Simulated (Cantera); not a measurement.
Charge: 1 mol CaCl₂, 2.6 mol HCl, a varied amount of H₂, held at 1500 °C and 750 Torr.

Cantera equilibrium calculation (NASA polynomials, part measured and part estimated; ideal gas, pure solids and liquids). Candidate condensed phases: Ca, CaCl₂; 9 gas species. Rates play no part.

Problem. What share of the Ca ends up in condensed phases as a function of n(H₂) (mol), at 2.5, 3.8, 5.9, 9, 14, 21, 32, 50, 76, 120, 180?

Solution. 
```
n(H₂) (mol)  Ca condensed (%)        as
-----------  ----------------  --------
2.5                      79.6  CaCl₂(l)
3.8                      74.4  CaCl₂(l)
5.9                      66.0  CaCl₂(l)
9                        53.7  CaCl₂(l)
14                       33.7  CaCl₂(l)
21                        5.7  CaCl₂(l)
32                        0.0         -
50                        0.0         -
76                        0.0         -
120                       0.0         -
180                       0.0         -
```
